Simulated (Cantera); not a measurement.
An isothermal, constant-pressure homogeneous reactor starts with NH3 : N2 = 1 : 0.96 (molar parts), at 1725 K and 0.140 bar. Integrator tolerance rtol = 1e-08.

Model: the gas-phase N/H chemistry of the illustrative SiF4/NH3 mechanism in the Surface Chemkin manual (1991), integrated in Cantera. Walls and surfaces, which speed up NH3 decomposition in real reactors, are not modelled.

**Question.** What does this change do: temperature 1725 to 2150 K?

**Answer.** 
```csv
quantity,before,after
x(NH3) at 10.0 s,0.0909 (gas-phase equilibrium 1.21e-6),6.70e-7 (gas-phase equilibrium 5.54e-7)
x(NH2) at 10.0 s,6.38e-5 (gas-phase equilibrium 2.18e-9),3.28e-8 (gas-phase equilibrium 2.71e-8)
x(H) at 10.0 s,0.000114 (gas-phase equilibrium 0.000356),0.00803 (gas-phase equilibrium 0.00803)
x(N) at 10.0 s,7.16e-8 (gas-phase equilibrium 1.70e-11),1.53e-8 (gas-phase equilibrium 1.26e-8)
x(NH) at 10.0 s,9.54e-7 (gas-phase equilibrium 8.54e-11),1.41e-8 (gas-phase equilibrium 1.16e-8)
x(N2H2) at 10.0 s,1.06e-7 (gas-phase equilibrium <1e-12),<1e-12 (gas-phase equilibrium <1e-12)
```

**Question.** What does this change do: pressure from 0.140 bar to 0.920 bar?

**Answer.** 
```
quantity                                              before                                      after
-----------------  -----------------------------------------  -----------------------------------------
x(NH3) at 10.0 s      0.0909 (gas-phase equilibrium 1.21e-6)     0.0184 (gas-phase equilibrium 7.93e-6)
x(NH2) at 10.0 s     6.38e-5 (gas-phase equilibrium 2.18e-9)    1.19e-5 (gas-phase equilibrium 5.58e-9)
x(H) at 10.0 s     0.000114 (gas-phase equilibrium 0.000356)  0.000123 (gas-phase equilibrium 0.000139)
x(N) at 10.0 s      7.16e-8 (gas-phase equilibrium 1.70e-11)   1.18e-8 (gas-phase equilibrium 6.63e-12)
x(NH) at 10.0 s     9.54e-7 (gas-phase equilibrium 8.54e-11)   1.67e-7 (gas-phase equilibrium 8.54e-11)
x(N2H2) at 10.0 s     1.06e-7 (gas-phase equilibrium <1e-12)     3.44e-9 (gas-phase equilibrium <1e-12)
```
